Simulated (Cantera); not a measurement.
An adiabatic, constant-volume homogeneous reactor starts with CH3OH : O2 : N2 = 1 : 0.714 : 2.69 (molar parts), at 1625 K and 750 Torr.

Cantera simulation using GRI-Mech 3.0 (53 species, 325 reactions); the numbers are that mechanism's predictions, not measurements. GRI-Mech 3.0 was tuned for natural gas; its chemistry of methanol as a main component is partial and can be far from experiment.

One state of this run: T (K) = 2843; P (bar) = 2.30; x CH3OH = <1e-12; x O2 = 0.000710; x CH2CO = <1e-12; x HCN = 1.04e-7; x NO2 = 1.00e-7; x CH2O = 1.68e-8. x: mole fraction; the columns are a selection and need not sum to one.

### Question
Which value of t (s) does it belong to?
A) 0.000464
B) 0.0100
C) 1.00e-6
D) 4.64e-6

### Answer
B, 0.0100
